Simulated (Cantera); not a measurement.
Input (Python, Cantera) and output of one run.

```python
import numpy as np
import cantera as ct

gas_names = """
    H HO2 H2 H2O H2O2 O OH O2 O3 V VO VO2
""".split()
cond_names = """
    H2O(s) H2O(L) V(cr) V(L) VO(s) VO(L) V2O3(s) V2O3(L) V2O4(I) V2O4(II) V2O4(L) V2O5(s) V2O5(L)
""".split()


# ... load() reads the species with a 1 bar reference pressure and builds the phases ...
atoms = {
    'V2O3': {'V': 2, 'O': 3},
    'H2': {'H': 2},
    'H2O': {'H': 2, 'O': 1},
}
top_T = {}  # K; cautious upper limits of use, not melting points


# ... equilibrate(T, P, feed) seeds the gas with the atoms and calls Mixture.equilibrate('TP', solver="vcs", rtol=1e-11, max_steps=5000) ...
results = []
feed = {'V2O3': 1, 'H2': 190, 'H2O': 1.6}  # mol
P = 1000  # Pa
for T in [1173, 1273, 1373, 1473, 1573, 1673, 1773, 1873, 1973, 2073, 2173, 2273]:
    mix = equilibrate(T, P, feed)
    results.append((T, P, feed, dict(zip(mix.species_names, mix.species_moles))))

top = {s: max(r[3][s] / sum(r[3][g] for g in gas_names) for r in results) for s in gas_names}
cols = sorted((s for s in top if top[s] > 1e-05), key=lambda s: -top[s])[:8]
seen = [c for c in cond_names if any(r[3].get(c, 0) > 1e-12 for r in results)]
print("log10 of partial pressures in bar; condensed amounts in mol")
print(f"{'T/K':>10s}" + "".join(f"{s[:9]:>10s}" for s in cols + seen))
for T, P, feed, n in results:
    ng = sum(n[g] for g in gas_names)
    print(f"{T:10.4g}" + "".join(f"{np.log10(max(n[s] / ng * P / 1e5, 1e-99)):10.3f}" for s in cols)
          + "".join(f"{n.get(c, 0):10.4g}" for c in seen))
```

Result:

```
log10 of partial pressures in bar; condensed amounts in mol
       T/K        H2         H       H2O       VO2        VO         V        OH     VO(s)     VO(L)   V2O3(s)
      1173    -2.004    -7.930    -4.078   -13.890   -16.175   -20.176   -12.167         0         0         1
      1273    -2.004    -7.149    -4.078   -12.203   -14.103   -17.599   -11.162         0         0         1
      1373    -2.004    -6.479    -4.078   -10.768   -12.343   -15.405   -10.302         0         0         1
      1473    -2.004    -5.900    -4.078    -9.535   -10.829   -13.516    -9.559         0         0         1
      1573    -2.004    -5.393    -4.078    -8.465    -9.515   -11.874    -8.910         0         0         1
      1673    -2.004    -4.946    -4.068    -7.522    -8.370   -10.451    -8.327   0.08144         0     0.959
      1773    -2.007    -4.549    -3.888    -6.605    -7.446    -9.454    -7.638     1.776         0    0.1091
      1873    -2.009    -4.195    -3.873    -5.937    -6.627    -8.421    -7.169     1.973         0         0
      1973    -2.012    -3.876    -3.885    -5.366    -5.896    -7.473    -6.772     1.892         0         0
      2073    -2.018    -3.589    -3.919    -4.881    -5.247    -6.607    -6.435         0     1.629         0
      2173    -2.028    -3.330    -3.986    -4.532    -4.718    -5.851    -6.162         0     1.015         0
      2273    -2.045    -3.098    -4.066    -4.324    -4.336    -5.250    -5.928         0         0         0
```

Method: chemical equilibrium by Gibbs-energy minimisation in Cantera with the NASA 1993 tables (ideal gas, pure condensed phases). Mutual solubility and eutectic melting of coexisting phases are not modelled. VO: taken at fixed stoichiometry. Condensed phases not in the tables: the oxides between V2O3 and V2O5 other than VO2.
